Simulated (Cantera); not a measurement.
Si + Cl₂ + H₂ (chlorosilane synthesis and conversion)

Charge: 1 mol Si, 2.3 mol Cl₂, 1.6 mol H₂, equilibrated at 927 °C and 1 atm.

Cantera equilibrium calculation (NASA polynomials, part measured and part estimated; ideal gas, pure solids and liquids). Candidate condensed phases: Si; 19 gas species. The tables' values for SiCl₃ are old estimates; treat these amounts as uncertain. Rates play no part.

```yaml
x(H₂): 0.428
x(SiCl₄): 0.323
x(HCl): 0.228
x(SiHCl₃): 0.0165
x(SiCl₃): 0.00370
x(SiCl₂): 0.000371
x(SiH₂Cl₂): 0.000111
gas_amount: 2.906 mol
log10 activity of Si(s) (absent): -2.89
```
